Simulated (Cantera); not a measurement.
An adiabatic, constant-volume homogeneous reactor starts with CH₄ : H₂ : O₂ : N₂ = 1 : 0.36 : 1.15 : 4.31 (molar parts), equivalence ratio 1.9, at 1748 K and 0.987 atm.

Computed with Cantera and GRI-Mech 3.0 (53 species, 325 reactions).

One state of this run: T (K) = 2919; P (bar) = 1.93; x CH₄ = 6.54e-12; x H₂ = 0.142; x O₂ = 0.000551; x HO₂ = 5.79e-7; x CH₂CO = <1e-12. x: mole fraction; the columns are a selection and need not sum to one.

Q: Which value of t (s) does it belong to?
(A) 0.000132
(B) 1.62e-5
(C) 4.62e-5
(D) 0.200

A: D, 0.200
